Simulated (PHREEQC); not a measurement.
Dissolve 0.15 mol HF, 0.00025 mol (CH3)4NF and 8.2e-06 mol H4SiO4 per kg of water at 20 °C. Closed to the air; pH follows from the charge balance.

The numbers come from PHREEQC with the ion-association model, phreeqc.dat.

| quantity | before | after |
|---|---|---|
| pH | 1.92 | 2.35 |
| HF (mol/kgw) | 0.132 | 0.0248 |
| F- (mol/kgw) | 0.00908 | 0.00440 |
| HF2- (mol/kgw) | 0.00442 | 0.000402 |
| SI of Quartz (SiO2) | -11.37 | -8.49 |

Q: Name the change that produced these shifts.
A) diluted 5-fold with water
B) (CH3)4NF from 0.00025 to 0.000275 mol/kgw
C) HF replaced by NaBF4 at the same molality
D) (CH3)4NF replaced by Na2SiF6 at the same molality
E) temperature from 20 to 55 °C

A: A, diluted 5-fold with water

Precipitation was switched off in this run. (CH3)4N+ isn't in the database: it is added as a free cation with an ion size of 4 Å. SiF6-2 is the database's only silicon fluoride.
